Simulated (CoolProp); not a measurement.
Vapour-liquid equilibrium of methanol (1) + ethanol (2) at 2.17 MPa; x and y are mole fractions of (1).

Model: multi-fluid Helmholtz-energy mixture model, de Reuck 1993 and Schroeder 2014; pair parameters Bell 2016, in CoolProp.

| x | bubble temperature (K) | y at the bubble point | dew temperature at overall composition x (K) | liquid density (mol/L) |
|---|---|---|---|---|
| 0.05 | 456.6 | 0.062 | 456.8 | 13.03 |
| 0.15 | 455.0 | 0.180 | 455.4 | 13.52 |
| 0.25 | 453.5 | 0.292 | 454.1 | 14.04 |
| 0.35 | 452.1 | 0.399 | 452.7 | 14.59 |
| 0.45 | 450.7 | 0.502 | 451.4 | 15.18 |
| 0.55 | 449.3 | 0.602 | 450.0 | 15.80 |
| 0.65 | 447.8 | 0.698 | 448.6 | 16.47 |
| 0.75 | 446.4 | 0.791 | 447.0 | 17.18 |
| 0.85 | 444.9 | 0.879 | 445.4 | 17.94 |
| 0.95 | 443.3 | 0.961 | 443.6 | 18.75 |

No azeotrope shows between x = 0.05 and 0.95.

Pair parameters are fitted to limited data, so mixtures are less certain than the pure fluids.
